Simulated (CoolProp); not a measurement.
Properties of C2F6 (R116) along the isobar 2.53 MPa.

Computed with CoolProp (reference Helmholtz-energy equation of state, Lemmon 2006). It is a short technical equation, of lower accuracy than the large ones.

```
T (K)   phase           Z  isothermal compressibility (1/MPa)  expansivity (1/kK)  viscosity (µPa s)  conductivity (mW/(m K))
-----  ------  ----------  ----------------------------------  ------------------  -----------------  -----------------------
282.9  liquid      0.1435                             0.08339               17.33               83.2                     40.4
293       gas      0.6087                              0.8304               19.02               16.8                     19.5
303.2     gas      0.6838                              0.6487               11.87               16.7                     18.5
313.3     gas      0.7342                              0.5743               9.024               17.0                     18.5
323.5     gas      0.7727                              0.5316               7.412               17.3                     18.8
333.6     gas      0.8031                              0.5038               6.371               17.8                     19.3
343.8     gas      0.8283                              0.4839               5.623               18.2               (withheld)
353.9     gas      0.8491                              0.4692               5.064               18.7                     20.5
364.1     gas      0.8671                              0.4576               4.622               19.1                     21.2
374.2     gas      0.8823                              0.4484               4.267               19.6                     21.9
384.4     gas      0.8957                              0.4408               3.970               20.0                     22.6
394.5     gas      0.9074                              0.4346               3.723               20.5                     23.3
404.7     gas      0.9177                              0.4293               3.508               20.9               (withheld)
414.8     gas  (withheld)                              0.4248               3.323               21.3                     24.8
425       gas      0.9349                              0.4209               3.159               21.8                     25.5
```

Task: Fill in the missing entries.

Result: 
- 343.8, conductivity (mW/(m K)): 19.9
- 404.7, conductivity (mW/(m K)): 24.1
- 414.8, Z: 0.9267

Viscosity comes from a separate model (Huber 2003), an estimate that may be off by 10 % or more. Thermal conductivity comes from a separate model (Huber 2003), an estimate that may be off by 10 % or more.
